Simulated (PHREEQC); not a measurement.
Dissolve 0.26 mol ZnSO4, 0.0015 mol NaCl and 5.3e-05 mol FeSO4 per kg of water at 25 °C. Closed to the air; pH follows from the charge balance.

The numbers come from PHREEQC with the ion-association model, phreeqc.dat.

Q: The ionic strength comes out as 0.498 mol/kgw. What activity coefficients do Cl-, NaSO4-, H+, ZnCl+, Fe+2 get?

A: Cl- 0.65, NaSO4- 0.69, H+ 0.76, ZnCl+ 0.65, Fe+2 0.25.

Precipitation was switched off in this run.
